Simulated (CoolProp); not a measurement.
Vapour-liquid equilibrium of trans-2-butene (1) + acetone (2) at 347.8 K; x and y are mole fractions of (1).

Model: multi-fluid Helmholtz-energy mixture model, Lemmon 2005 and Lemmon 2006; pair parameters Bell 2016, in CoolProp.

### Question
Give the bubble pressure and the first vapour's composition at x = 0.25, 0.55, 0.75. Is there an azeotrope?

### Answer
x = 0.25: 514.4 kPa, y = 0.689; x = 0.55: 709.8 kPa, y = 0.820; x = 0.75: 791.7 kPa, y = 0.879. No azeotrope shows between x = 0.05 and 0.95.

The pair parameters rest on a limited set of measurements; away from them the model extrapolates.
